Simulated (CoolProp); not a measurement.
Vapour-liquid equilibrium of R143a (1) + n-butane (2) at 0.871 MPa; x and y are mole fractions of (1).

Model: multi-fluid Helmholtz-energy mixture model, Lemmon and Jacobsen 2000 and Bücker 2006; pair parameters Bell 2016, in CoolProp.

### Question
Give the bubble temperature and the first vapour's composition at x = 0.35, 0.55, 0.95. Is there an azeotrope?

### Answer
x = 0.35: 298.5 K, y = 0.743; x = 0.55: 292.7 K, y = 0.812; x = 0.95: 285.3 K, y = 0.967. No azeotrope shows between x = 0.05 and 0.95.

The pair parameters rest on a limited set of measurements; away from them the model extrapolates. With so large a gap from Raoult's law the liquid may split in two, which this calculation doesn't test in full.
